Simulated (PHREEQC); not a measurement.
Make-up at 25 °C: 0.013 mol HF, 0.039 mol (CH3)4NF and 0.0005 mol H4SiO4 per kg of water. Closed to the air; pH follows from the charge balance.

The numbers come from PHREEQC with the ion-association model, wateq4f.dat.

Each row changes one thing in this solution. This is a speciation only: nothing precipitates in the calculation.

```
case                                                  pH  ionic strength (mol/kgw)  F- (mol/kgw)  HF (mol/kgw)  HF2- (mol/kgw)  H2F2 (mol/kgw)  SI of Quartz (SiO2)
--------------------------------------------------  ----  ------------------------  ------------  ------------  --------------  --------------  -------------------
as made                                             3.70                    0.0397        0.0369       0.00904         0.00129        0.000215                -5.92
0.00085 mol/kgw KOH added                           3.75                    0.0406        0.0378       0.00835         0.00122        0.000183           (withheld)
H4SiO4 from 0.0005 to 5e-05 mol/kgw                 3.65                    0.0393        0.0376        0.0104         0.00152        0.000287           (withheld)
0.0016 mol/kgw Na2SO4 added                         3.70                    0.0445        0.0369       0.00903         0.00129        0.000215                -5.92
H4SiO4 from 0.0005 to 0.00045 mol/kgw               3.69                    0.0397        0.0370       0.00920         0.00132        0.000223           (withheld)
H4SiO4 replaced by (NH4)2SiF6 at the same molality  3.64                    0.0408        0.0377        0.0106         0.00155        0.000295                -6.21
HF from 0.013 to 0.0117 mol/kgw                     3.75                    0.0397        0.0370       0.00801         0.00115        0.000169           (withheld)
0.014 mol/kgw KCl added                             3.69                    0.0537        0.0369       0.00903         0.00130        0.000215                -5.93
(CH3)4NF from 0.039 to 0.0195 mol/kgw               3.40                    0.0204        0.0183       0.00942        0.000664        0.000232                -5.34
```

Problem. What belongs in the gaps?

Solution. 
- 0.00085 mol/kgw KOH added, SI of Quartz (SiO2): -5.80
- H4SiO4 from 0.0005 to 5e-05 mol/kgw, SI of Quartz (SiO2): -7.18
- H4SiO4 from 0.0005 to 0.00045 mol/kgw, SI of Quartz (SiO2): -5.99
- HF from 0.013 to 0.0117 mol/kgw, SI of Quartz (SiO2): -5.71

(CH3)4N+ isn't in the database: it is added as a free cation with an ion size of 4 Å. SiF6-2 is the database's only silicon fluoride.
